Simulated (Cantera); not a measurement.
Input: 1 mol Si₂Cl₆, 0.4 mol Cl₂, a varied amount of H₂, equilibrated at 1052 °C and 10000 Pa.

Method: chemical equilibrium by Gibbs-energy minimisation in Cantera with the NASA 1993 tables (ideal gas, pure condensed phases). Candidate condensed phases: Si; 19 gas species. The feed counts by its element totals alone. The tables' values for SiCl₃ are old estimates; treat these amounts as uncertain. Kinetics and transport are ignored.

x: gas mole fraction; n: condensed amount in mol.

```tsv
n(H₂) (mol)	x H₂	x HCl	x SiCl₂	x SiCl₄	x SiCl₃	n Si(s)
19	0.821	0.103	0.0354	0.0201	0.0114	?
28	0.861	0.0899	0.0257	0.0105	0.00706	?
41	0.893	0.0764	0.0179	0.00512	0.00411	?
62	0.921	0.0619	0.0114	0.00208	0.00209	?
92	0.941	0.0489	0.00696	0.000774	0.000996	?
140	0.959	0.0366	0.00383	0.000234	0.000406	?
210	0.971	0.0267	0.00201	6.46e-5	0.000155	?
310	0.980	0.0192	0.00103	1.71e-5	5.70e-5	1.63
460	0.986	0.0135	0.000508	4.12e-6	1.96e-5	1.74
680	0.990	0.00941	0.000245	9.59e-7	6.58e-6	1.82
```

Problem. What belongs in the gaps?

Solution. 
- 19, n Si(s): 0.363
- 28, n Si(s): 0.496
- 41, n Si(s): 0.661
- 62, n Si(s): 0.871
- 92, n Si(s): 1.09
- 140, n Si(s): 1.31
- 210, n Si(s): 1.49
